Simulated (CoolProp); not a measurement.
Saturation properties of R1234yf (Tc = 367.8 K, pc = 33.84 bar, ω = 0.276).

Computed with CoolProp (reference Helmholtz-energy equation of state, Lemmon 2022).

```csv
T (K),p (bar),vapour density (kg/m³),vapour viscosity (µPa s)
236.1,?,4.318,9.75
241.7,?,?,9.99
247.3,1.184,6.921,10.2
252.9,?,8.616,10.5
258.5,1.862,10.62,10.7
264.1,2.297,?,11.0
269.6,2.795,15.67,11.2
275.2,3.384,18.85,?
280.8,4.063,22.54,11.7
286.4,?,26.79,12.0
```

### Question
Some entries are withheld; supply them.

### Answer

- 236.1, p (bar): 0.7167
- 241.7, p (bar): 0.9275
- 241.7, vapour density (kg/m³): 5.499
- 252.9, p (bar): 1.493
- 264.1, vapour density (kg/m³): 12.97
- 275.2, vapour viscosity (µPa s): 11.5
- 286.4, p (bar): 4.839

It boils at 243.7 K under 1 atm.

Viscosity comes from a separate model (Bell 2016), an estimate that may be off by 10 % or more.
